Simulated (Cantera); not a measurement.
A closed system holds: 1 mol CH₃Cl, 0.22 mol H₂, at 3200 K and 68.0 mbar.

Equilibrium computed with Cantera from the NASA thermochemical tables; the gas is ideal and each condensed phase is pure. Candidate condensed phases: C, C₆H₆, C₇H₈, C₈H₁₈; 91 gas species. The tables' values for CCl are old estimates; treat these amounts as uncertain. The numbers say what is thermodynamically allowed, not how fast it happens.

Base state: H 0.459, H₂ 0.181, Cl 0.179, HCl 0.105, C₃ 0.0337, C₂H₂ (acetylene) 0.0194, C₂H 0.0110, C 0.00443 (mole fractions); condensed: C(graphite).

Question: What changes in the equilibrium state with this change: temperature from 3200 K to 1098.15 K?

Answer: 
| species | before | after |
|---|---|---|
| H₂ | 0.181 | 0.548 |
| HCl | 0.105 | 0.451 |
| CH₄ | 1.44e-7 | 0.000747 |
| H | 0.459 | 7.05e-8 |
| C₃ | 0.0337 | <1e-9 |
| C₂H | 0.0110 | <1e-9 |
| Cl | 0.179 | 5.19e-8 |
| C₂H₂ (acetylene) | 0.0194 | 7.01e-9 |
| C | 0.00443 | <1e-9 |
| C₂ | 0.00356 | <1e-9 |
| C₅ | 0.00109 | <1e-9 |
| C₄H₂ | 0.000869 | <1e-9 |
| C(graphite), mol | 0.352 | 0.998 |
